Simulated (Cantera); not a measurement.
A Cantera script and its output.

```python
import numpy as np
import cantera as ct

gas = ct.Solution("gri30.yaml")
gas.TPX = 825, 10000, {'H2': 1, 'O2': 1, 'N2': 1.3}
reactor = ct.IdealGasConstPressureReactor(gas, energy="off", clone=False)
net = ct.ReactorNet([reactor])
net.rtol, net.atol = 1e-08, 1e-18
show = ['H2', 'O2', 'H2O', 'N2O', 'OH', 'NO', 'O']
times = np.geomspace(0.0003, 90, 12)

steps = ct.SolutionArray(gas, extra=["t"])
rows = []
print(f"{'t/s':>10s}{'T/K':>9s}{'P/Pa':>11s}" + "".join(f"{s:>11s}" for s in show))
for t in times:
    while net.time < t:
        t_next = net.step()
        steps.append(gas.state, t=t_next)
    rows.append([np.interp(t, steps.t, y) for y in (steps.T, steps.P, *steps(*show).X.T)])
    print(f"{t:10.3e}{rows[-1][0]:9.1f}{rows[-1][1]:11.4g}" + "".join(f"{x:11.3e}" for x in rows[-1][2:]))
rate = np.gradient(steps.T, steps.t)
print("integrator steps:", len(steps.t))
if steps.T.max() > steps.T[0] + 200:
    print(f"time of steepest temperature rise: {steps.t[rate.argmax()]:.4e} s")
gas.TPX = 825, 10000, {'H2': 1, 'O2': 1, 'N2': 1.3}
gas.equilibrate("TP")
print(f"equilibrium (TP): T = {gas.T:.1f} K  " + "  ".join(f"{s} {gas[s].X[0]:.3e}" for s in show))
```

It prints:

```
       t/s      T/K       P/Pa         H2         O2        H2O        N2O         OH         NO          O
 3.000e-04    825.0      1e+04  3.030e-01  3.030e-01  6.841e-12  1.761e-20  1.837e-13  1.060e-27  9.067e-13
 9.442e-04    825.0      1e+04  3.030e-01  3.030e-01  1.607e-10  4.393e-19  1.921e-12  2.284e-25  9.766e-12
 2.971e-03    825.0      1e+04  3.030e-01  3.030e-01  7.045e-08  1.945e-16  6.757e-10  3.218e-20  3.442e-09
 9.352e-03    825.0      1e+04  1.132e-01  2.250e-01  2.231e-01  4.475e-10  9.840e-05  3.392e-08  1.495e-04
 2.943e-02    825.0      1e+04  1.015e-01  2.202e-01  2.375e-01  5.051e-10  1.484e-09  3.891e-09  3.560e-09
 9.262e-02    825.0      1e+04  1.015e-01  2.202e-01  2.375e-01  5.052e-10  8.487e-10  1.138e-09  2.388e-09
 2.915e-01    825.0      1e+04  1.015e-01  2.202e-01  2.375e-01  5.055e-10  8.599e-10  1.628e-09  2.444e-09
 9.174e-01    825.0      1e+04  1.014e-01  2.202e-01  2.376e-01  5.063e-10  1.090e-09  1.832e-09  3.039e-09
 2.887e+00    825.0      1e+04  1.010e-01  2.200e-01  2.379e-01  5.102e-10  2.155e-09  2.474e-09  5.630e-09
 9.087e+00    825.0      1e+04  9.765e-02  2.185e-01  2.416e-01  5.396e-10  8.285e-09  4.263e-09  1.757e-08
 2.860e+01    825.0      1e+04  7.597e-02  2.095e-01  2.670e-01  7.161e-10  1.369e-08  4.568e-09  2.434e-08
 9.000e+01    825.0      1e+04  2.735e-02  1.896e-01  3.245e-01  1.351e-09  1.876e-08  3.342e-09  2.649e-08
integrator steps: 1625
equilibrium (TP): T = 825.0 K  H2 4.286e-13  O2 1.786e-01  H2O 3.571e-01  N2O 5.408e-11  OH 5.914e-09  NO 2.163e-06  O 3.384e-13
```

Detailed kinetics in Cantera: GRI-Mech 3.0 (53 species, 325 reactions). Radical loss at walls, strong at low pressure, is not modelled. Below about 950 K walls govern HO2 and H2O2 in real vessels. The temperature is held fixed by assumption; the heat of reaction is taken as removed at once.
